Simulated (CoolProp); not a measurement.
Ethane at 374.05 K and 6.72 MPa is throttled through a valve to 2.43 MPa with no heat exchange. Each further row changes one setting.

Model: reference Helmholtz-energy equation of state, Bücker 2006, in CoolProp.

```tsv
case	temperature change (K)	final density (kg/m³)
as stated	___	___
outlet pressure 0.729 MPa	___	___
outlet pressure 3.16 MPa	___	___
```

### Question
What belongs in the gaps?

### Answer

- as stated, temperature change (K): -31.4
- as stated, final density (kg/m³): 29.3
- outlet pressure 0.729 MPa, temperature change (K): -45.8
- outlet pressure 0.729 MPa, final density (kg/m³): 8.38
- outlet pressure 3.16 MPa, temperature change (K): -25.5
- outlet pressure 3.16 MPa, final density (kg/m³): 38.9
